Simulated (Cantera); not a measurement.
Input: 1 mol CH₃SiCl₃, 0.019 mol C₂H₄, 300 mol H₂, 1.7 mol HCl, equilibrated at 2500 Pa.

Cantera equilibrium calculation (NASA polynomials, part measured and part estimated; ideal gas, pure solids and liquids). Candidate condensed phases: C, C₆H₆, C₇H₈, C₈H₁₈, Si, SiC; 109 gas species. The feed counts by its element totals alone. The tables' values for SiCl are old estimates; treat these amounts as uncertain. Gases not in the tables: Si₂H₆ and higher silanes. Rates play no part.

x: gas mole fraction; n: condensed amount in mol.

```tsv
T (K)	x H₂	x H	x HCl	x Si	x C₂H₂ (acetylene)	x Cl	n SiC(s)
1898	0.980	0.00489	0.0152	3.41e-5	0.000104	5.74e-5	0.972
1948	0.977	0.00707	0.0152	8.16e-5	0.000138	8.22e-5	0.950
1998	0.974	0.0100	0.0151	0.000178	0.000200	0.000116	0.911
2048	0.970	0.0139	0.0150	0.000358	0.000308	0.000160	___
2098	0.964	0.0191	0.0149	0.000677	0.000491	0.000217	___
2148	0.957	0.0258	0.0147	0.00122	0.000794	0.000291	___
2198	0.947	0.0343	0.0145	0.00211	0.00128	0.000383	___
2248	0.936	0.0449	0.0144	0.00254	0.00146	0.000500	0
2298	0.922	0.0582	0.0142	0.00264	0.00147	0.000644	0
2348	0.906	0.0744	0.0139	0.00271	0.00147	0.000817	0
2398	0.887	0.0938	0.0136	0.00274	0.00146	0.00102	0
2448	0.864	0.117	0.0132	0.00275	0.00145	0.00127	0
```

**Question.** Some entries are withheld; supply them.

**Answer.** 
- 2048, n SiC(s): 0.840
- 2098, n SiC(s): 0.715
- 2148, n SiC(s): 0.500
- 2198, n SiC(s): 0.133
